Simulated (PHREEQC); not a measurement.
PHREEQC input (ion-association model, wateq4f.dat):

```
SOLUTION 1
  temp 20
  units mol/kgw
  pH 7 charge
END
SELECTED_OUTPUT 1
  -reset false
  -pH true
  -pe true
  -ionic_strength true
  -water true
  -totals Ba Cl Cu Cu(1) Cu(2)
  -molalities H+ Ba+2 Cl- Cu+2 O2 BaOH+ OH- CuCl2- CuCl3-2 Cu+
    CuCl+ CuCl2 CuCl3- CuCl4-2 CuOH+ Cu(OH)2 Cu(OH)3- Cu(OH)4-2 Cu2(OH)2+2
  -equilibrium_phases Atacamite Tenorite
PRINT
  -reset false
USE solution 1
REACTION 1
  BaCl2 1
  0 0.00833 0.0167 0.025 0.0333 0.0417 0.05 0.0583 0.0667 0.075 0.0833 0.0917 0.1 moles
EQUILIBRIUM_PHASES 1
  Atacamite 0 0.2
  Tenorite 0 0
  O2(g) -0.68 10
END
```

Selected output (columns that matter, 13 of 13 rows; BaCl2 added (mol) added in front):

```
BaCl2 added (mol)	pH	mu	Ba	Cl	Cu	m_H+	m_Ba+2	m_Cl-	m_Cu+2	m_OH-	Atacamite	Tenorite
0	5.4144	0.003726	0	0.0024929	0.0012492	4.0903e-06	0	0.0024879	0.001236	1.8838e-09	0.19751	0.0037369
0.00833	6.2038	0.025125	0.00833	0.016752	4.7287e-05	7.0931e-07	0.00833	0.016751	4.4423e-05	1.2684e-08	0.19991	0.00013663
0.0167	6.4818	0.050145	0.0167	0.033431	1.6659e-05	3.8584e-07	0.0167	0.03343	1.4515e-05	2.5314e-08	0.19997	4.4735e-05
0.025	6.6417	0.075024	0.025	0.050017	9.6231e-06	2.7225e-07	0.025	0.050016	7.7252e-06	3.7874e-08	0.19998	2.3602e-05
0.0333	6.7544	0.099916	0.0333	0.066611	6.7438e-06	2.1299e-07	0.0333	0.066611	4.9762e-06	5.044e-08	0.19999	1.4948e-05
0.0417	6.8423	0.12511	0.0417	0.083408	5.223e-06	1.759e-07	0.0417	0.083408	3.5393e-06	6.316e-08	0.19999	1.0376e-05
0.05	6.9129	0.15001	0.05	0.10001	4.3198e-06	1.5084e-07	0.05	0.10001	2.6952e-06	7.573e-08	0.19999	7.6592e-06
0.0583	6.9725	0.17491	0.0583	0.1166	3.7229e-06	1.325e-07	0.0583	0.1166	2.1435e-06	8.83e-08	0.2	5.8637e-06
0.0667	7.0246	0.20011	0.0667	0.1334	3.2979e-06	1.183e-07	0.0667	0.1334	1.7554e-06	1.0102e-07	0.2	4.5852e-06
0.075	7.0698	0.22501	0.075	0.15	2.988e-06	1.0719e-07	0.075	0.15	1.4759e-06	1.1359e-07	0.2	3.6526e-06
0.0833	7.1103	0.2499	0.0833	0.1666	2.7502e-06	9.8152e-08	0.0833	0.1666	1.2642e-06	1.2617e-07	0.2	2.9367e-06
0.0917	7.1473	0.2751	0.0917	0.1834	2.5601e-06	9.0551e-08	0.0917	0.1834	1.0975e-06	1.3889e-07	0.2	2.3643e-06
0.1	7.1806	0.3	0.1	0.2	2.4082e-06	8.4206e-08	0.1	0.2	9.663e-07	1.5146e-07	0.2	1.9065e-06
```

Species that the database lacks are ignored. The database's constant for dissolved Cu(OH)2 is higher than later reviews accept.
